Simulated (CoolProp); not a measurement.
A single-stage vapour-compression cycle with the fluid: evaporating at 270.15 K (dew point), condensing at 321.15 K (bubble point), superheat 8 K, subcooling 2 K, compressor efficiency 0.8, no pressure losses. The same conditions are run with several fluids, on thermodynamics alone (safety and materials aside).

The numbers come from the reference Helmholtz-energy equation of state of each fluid (n-butane: Bücker 2006; chloromethane (R40): Thol 2014; R245ca: Zhou 2016; R22: Kamei 1995; R143a: Lemmon and Jacobsen 2000; R245fa: Akasaka 2015) in CoolProp.

| fluid | cooling COP | pressure ratio | discharge temperature (K) | refrigerating effect (kJ/kg) | volumetric capacity (kJ/m³) |
|---|---|---|---|---|---|
| n-butane | 3.45 | 5.11 | … | 282 | 675 |
| chloromethane (R40) | 3.49 | 4.60 | … | 334 | … |
| R245ca | 3.48 | 7.67 | … | 159 | 276 |
| R22 | 3.27 | … | 362.3 | 152 | 2810 |
| R143a | 2.90 | 3.91 | 342.0 | 119 | 2810 |
| R245fa | 3.45 | … | 333.0 | 149 | … |

Problem. What belongs in the gaps?

Solution. 
- n-butane, discharge temperature (K): 332.4
- chloromethane (R40), discharge temperature (K): 396.4
- chloromethane (R40), volumetric capacity (kJ/m³): 1790
- R245ca, discharge temperature (K): 332.7
- R22, pressure ratio: 4.11
- R245fa, pressure ratio: 6.98
- R245fa, volumetric capacity (kJ/m³): 408
